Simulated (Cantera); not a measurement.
Mixture: CH4 : H2 : O2 : N2 : H2O = 1 : 0.3 : 3.98 : 23.9 : 1.3 (molar parts), equivalence ratio 0.54, at 40.0 bar, adiabatic and at constant volume. Ignition delay is the time to a rise of 400 K.

Computed with Cantera and GRI-Mech 3.0 (53 species, 325 reactions). The pressure lies above the range GRI-Mech 3.0 was tuned for (to about 10 atm). Below about 1000 K GRI-Mech 3.0 lacks low-temperature oxidation paths.

### Question
Predict: delay at 950 K; delay at 1000 K; delay at 1050 K; delay at 1100 K; delay at 1150 K; delay at 1200 K; apparent activation energy between 1100 and 1200 K.

### Answer
delay at 950 K: 33.4 ms
delay at 1000 K: 11.2 ms
delay at 1050 K: 4.33 ms
delay at 1100 K: 1.87 ms
delay at 1150 K: 0.883 ms
delay at 1200 K: 0.452 ms
apparent activation energy between 1100 and 1200 K: 160 kJ/mol
